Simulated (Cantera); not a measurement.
## CO + H2O + H2 (carbon deposition, reforming and gasification)

Feed: 1 mol CO, 0.045 mol H2O, 92 mol H2, at 1175 K and 13.3 mbar.

Equilibrium computed with Cantera from the NASA thermochemical tables; the gas is ideal and each condensed phase is pure. Candidate condensed phases: C, C6H6, C7H8, C8H18, H2O; 110 gas species. The numbers say what is thermodynamically allowed, not how fast it happens.

```yaml
x(H2): 0.989
x(CO): 0.0107
x(H2O): 0.000482
x(CO2): 4.09e-6
x(CH4): 2.54e-6
x(H): 1.06e-6
gas_amount: 93.04 mol
log10 activity of C(graphite) (absent): -1.99
```
